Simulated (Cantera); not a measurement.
# Equilibrium for silicon oxide and oxynitride deposition: TEOS + O₃ + H₂

Charge: 1 mol TEOS, 0.15 mol O₃, 0.17 mol H₂, equilibrated at 698 K.

Method: chemical equilibrium by Gibbs-energy minimisation in Cantera with the NASA 1993 tables (ideal gas, pure condensed phases). Candidate condensed phases: C, C₆H₆, C₇H₈, C₈H₁₈, H₂O, Si, SiC, SiO₂; 123 gas species. The feed counts by its element totals alone. Rates play no part.

```csv
P (Pa),x H₂,x CH₄,x H₂O,x CO,x CO₂,n C(graphite),n SiO₂(α-quartz)
5,0.811,0.000291,0.00332,0.179,0.00702,5.68,1.00
36,0.822,0.00216,0.0178,0.131,0.0272,6.07,1.00
260,0.813,0.0152,0.0616,0.0637,0.0463,6.59,1.00
1900,0.711,0.0852,0.139,0.0225,0.0422,6.51,1.00
14000,0.467,0.271,0.221,0.00740,0.0337,5.42,1.00
100000,0.228,0.460,0.278,0.00267,0.0313,4.48,1.00
```
x: gas mole fraction; n: condensed amount in mol.

From 0.0375 Torr to 750 Torr the condensed part is C(graphite) + SiO₂(α-quartz).
